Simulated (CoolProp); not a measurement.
Propylene at 298.15 K and 0.931 MPa flows at 3.2 m/s in a round tube of 12.7 mm bore and 45 µm roughness, fully developed (64/Re and Nu = 3.66 if laminar; Colebrook and Gnielinski if turbulent). Each further row changes one setting.

Values from CoolProp's reference Helmholtz-energy equation of state, Lemmon 2013.

| case | Reynolds number | Darcy friction factor | pressure drop (Pa/m) | heat-transfer coefficient (W/(m² K)) | mass flow (kg/h) |
|---|---|---|---|---|---|
| as stated | 86500 | 0.0288 | 216 | 412 | 27.2 |
| velocity 6.4 m/s | 173000 | 0.0281 | 844 | 809 | 54.3 |
| diameter 25.4 mm | 173000 | 0.0238 | 89.2 | 340 | 109 |

Viscosity comes from a separate model (Huber 2003), an estimate that may be off by 10 % or more. Thermal conductivity comes from a separate model (Huber 2003), an estimate that may be off by 10 % or more.
